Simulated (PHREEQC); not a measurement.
0.27 g of hydrous ferric oxide (600 m²/g; 0.2 weak and 0.005 strong sites per Fe, Dzombak-Morel constants, diffuse double layer) in 1 kg of water with 0.01 mol/kgw of an inert sodium salt and 1e-06 mol NiCl2 and 3.4e-06 mol CuCl2, at 25 °C; the pH is set by adding NaOH or the inert anion's acid. Oxygen is held at 0.21 atm. The system is closed to CO2. Nothing may precipitate in this run.

Base run: PHREEQC, ion-association model, wateq4f.dat. Each further column changes one thing. The table gives Cu sorbed (%).

```
pH     base  no electrostatic term (-no_edl)  background salt from 0.01 to 0.001 mol/kgw  oxide from 0.27 to 1.4 g/kgw  0.0023 mol/kgw ZnCl2 added
----  -----  -------------------------------  ------------------------------------------  ----------------------------  --------------------------
4       2.8                              4.6                                         2.1                          13.0                         2.7
4.5    17.6                             31.7                                        13.7                          53.0                        14.7
5.5    91.3                             97.6                                        89.8                          98.4                        71.0
6      98.8                             99.7                                        98.7                          99.8                        91.7
6.5    99.8                            100.0                                        99.8                         100.0                        96.4
7.5   100.0                            100.0                                       100.0                         100.0                        82.3
8     100.0                            100.0                                       100.0                         100.0                        37.8
8.5   100.0                             99.9                                       100.0                         100.0                         9.7
9.5   100.0                             97.4                                       100.0                         100.0                         3.8
10     99.9                             81.6                                       100.0                         100.0                         3.6
10.5   99.9                             33.6                                       100.0                         100.0                         3.7
11.5   99.8                              0.5                                        99.9                         100.0                         6.5
12     99.2                              0.1                                        99.5                          99.9                        12.1
```

The database's constant for dissolved Cu(OH)2 is higher than later reviews accept. In at least one series the solution becomes supersaturated in solids that the run did not let form, among them Ni(OH)2.
